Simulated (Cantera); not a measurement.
Input (Python, Cantera):

```python
import numpy as np
import cantera as ct

gas = ct.Solution("gri30.yaml")
gas.TPX = 350, 37000, {'CH4': 1, 'CO': 0.26, 'O2': 2.84, 'N2': 10.5, 'CO2': 0.28}
flame = ct.FreeFlame(gas, width=0.08)
flame.set_refine_criteria(ratio=3, slope=0.08, curve=0.16)
flame.transport_model = "mixture-averaged"
flame.solve(loglevel=0, auto=True)
z, T = flame.grid, flame.T
thick = (T[-1] - T[0]) / np.gradient(T, z).max()
show = ['CH4', 'CO', 'O2', 'HO2', 'H', 'N2O']
print(f"laminar burning velocity  {flame.velocity[0] * 100:.3f} cm/s")
print(f"burnt temperature         {T[-1]:.1f} K")
print(f"thermal thickness         {thick * 1e3:.4f} mm")
print(f"grid points               {len(z)}")
z0 = z[flame.heat_release_rate.argmax()]
print(f"{'z/mm':>9s}{'T/K':>9s}{'u/(m/s)':>9s}" + "".join(f"{s:>11s}" for s in show))
rows = []
for k in (-3, -2, -1.5, -1, -0.5, -0.25, 0, 0.25, 0.5, 1, 2, 4, 8):
    zz = z0 + k * thick
    rows.append([k * thick, np.interp(zz, z, T), np.interp(zz, z, flame.velocity),
                 *(np.interp(zz, z, flame.X[gas.species_index(s)]) for s in show)])
    print(f"{rows[-1][0] * 1e3:9.3f}{rows[-1][1]:9.1f}{rows[-1][2]:9.3f}" + "".join(f"{x:11.3e}" for x in rows[-1][3:]))
```

It prints:

```
laminar burning velocity  44.249 cm/s
burnt temperature         1954.5 K
thermal thickness         1.1673 mm
grid points               141
     z/mm      T/K  u/(m/s)        CH4         CO         O2        HO2          H        N2O
   -3.502    350.0    0.443  6.718e-02  1.747e-02  1.908e-01  9.037e-09  2.693e-15  2.772e-14
   -2.335    350.6    0.444  6.710e-02  1.746e-02  1.907e-01  1.853e-07  5.432e-13  9.269e-13
   -1.751    354.3    0.449  6.683e-02  1.749e-02  1.903e-01  1.452e-06  3.271e-11  1.100e-11
   -1.167    392.6    0.499  6.467e-02  1.801e-02  1.877e-01  1.758e-05  1.003e-08  2.316e-10
   -0.584    726.8    0.932  4.768e-02  2.439e-02  1.630e-01  9.776e-05  6.074e-05  5.094e-09
   -0.292   1093.2    1.409  2.739e-02  3.354e-02  1.305e-01  1.042e-04  5.320e-04  1.499e-08
    0.000   1445.8    1.869  6.838e-03  4.147e-02  9.126e-02  1.047e-04  2.165e-03  3.471e-08
    0.292   1589.3    2.049  5.095e-04  3.552e-02  6.909e-02  1.994e-05  4.066e-03  6.154e-08
    0.584   1637.3    2.102  2.110e-05  2.643e-02  6.147e-02  8.409e-06  4.815e-03  7.943e-08
    1.167   1696.2    2.165  3.629e-08  1.695e-02  5.655e-02  6.436e-06  4.515e-03  9.094e-08
    2.335   1766.3    2.243  1.959e-12  1.160e-02  5.360e-02  4.785e-06  3.084e-03  1.017e-07
    4.669   1836.5    2.323  6.748e-19  8.206e-03  5.148e-02  3.114e-06  1.547e-03  1.222e-07
    9.338   1893.1    2.386  4.946e-20  4.960e-03  4.980e-02  1.802e-06  6.022e-04  1.488e-07
```

Cantera simulation using GRI-Mech 3.0 (53 species, 325 reactions); the numbers are that mechanism's predictions, not measurements. Burning velocities carry a grid error of a few per cent, more on coarse grids.
